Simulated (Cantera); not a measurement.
An isothermal, constant-pressure homogeneous reactor starts with 0.430 % CH3OH, 1.76 % O2, 97.8 % N2, at 1225 K and 140000 Pa.

Computed with Cantera and GRI-Mech 3.0 (53 species, 325 reactions). GRI-Mech 3.0 was tuned for natural gas; its chemistry of methanol as a main component is partial and can be far from experiment.

x: mole fraction; the columns are a selection and need not sum to one.

```
t (s)     x CH3OH    x O2    x H2O2       x O     x NO2
--------  -------  ------  --------  --------  --------
0.000300  0.00430  0.0176  1.42e-10  2.68e-10    <1e-12
0.000841  0.00430  0.0176         ?  3.23e-10    <1e-12
0.00236   0.00430  0.0176   2.66e-8  5.19e-10    <1e-12
0.00661   0.00425  0.0176   4.82e-7   2.59e-9    <1e-12
0.0185     <1e-12  0.0120         ?         ?  5.52e-10
0.0520     <1e-12  0.0112   1.58e-8   2.82e-6   3.83e-9
0.146      <1e-12  0.0111   1.98e-9   2.65e-7   3.90e-9
0.408      <1e-12  0.0111  3.19e-10   3.88e-8   1.74e-9
1.15       <1e-12  0.0111  8.86e-11   1.06e-8  8.04e-10
3.21       <1e-12  0.0111  4.58e-11   5.43e-9  6.51e-10
9.00       <1e-12  0.0111  3.25e-11   3.83e-9  6.38e-10
```

Task: Fill in the missing entries.

Result: 
- 0.000841, x H2O2: 2.12e-9
- 0.0185, x H2O2: 1.75e-7
- 0.0185, x O: 7.40e-5
